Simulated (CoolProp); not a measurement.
Vapour-liquid equilibrium of methanol (1) + ethanol (2) at 420.7 K; x and y are mole fractions of (1).

The numbers come from the multi-fluid Helmholtz-energy mixture model, de Reuck 1993 and Schroeder 2014; pair parameters Bell 2016 in CoolProp.

```json
[
 {"x": "0.05", "bubble pressure (MPa)": "0.9424", "y at the bubble point": "0.066", "dew pressure at overall composition x (MPa)": "(withheld)", "liquid density (mol/L)": "14.40"},
 {"x": "0.2", "bubble pressure (MPa)": "0.9979", "y at the bubble point": "0.249", "dew pressure at overall composition x (MPa)": "0.9828", "liquid density (mol/L)": "15.12"},
 {"x": "0.35", "bubble pressure (MPa)": "1.052", "y at the bubble point": "0.414", "dew pressure at overall composition x (MPa)": "1.030", "liquid density (mol/L)": "15.90"},
 {"x": "0.5", "bubble pressure (MPa)": "1.106", "y at the bubble point": "0.567", "dew pressure at overall composition x (MPa)": "1.082", "liquid density (mol/L)": "(withheld)"},
 {"x": "0.65", "bubble pressure (MPa)": "(withheld)", "y at the bubble point": "(withheld)", "dew pressure at overall composition x (MPa)": "1.138", "liquid density (mol/L)": "17.70"},
 {"x": "0.8", "bubble pressure (MPa)": "(withheld)", "y at the bubble point": "0.843", "dew pressure at overall composition x (MPa)": "1.204", "liquid density (mol/L)": "18.74"},
 {"x": "0.95", "bubble pressure (MPa)": "(withheld)", "y at the bubble point": "0.963", "dew pressure at overall composition x (MPa)": "1.283", "liquid density (mol/L)": "19.88"}
]
```

**Question.** Complete the blanks.

**Answer.** 
- 0.05, dew pressure at overall composition x (MPa): 0.9375
- 0.5, liquid density (mol/L): 16.76
- 0.65, bubble pressure (MPa): 1.163
- 0.65, y at the bubble point: 0.710
- 0.8, bubble pressure (MPa): 1.224
- 0.95, bubble pressure (MPa): 1.290

No azeotrope shows between x = 0.05 and 0.95.

The pair parameters rest on a limited set of measurements; away from them the model extrapolates.
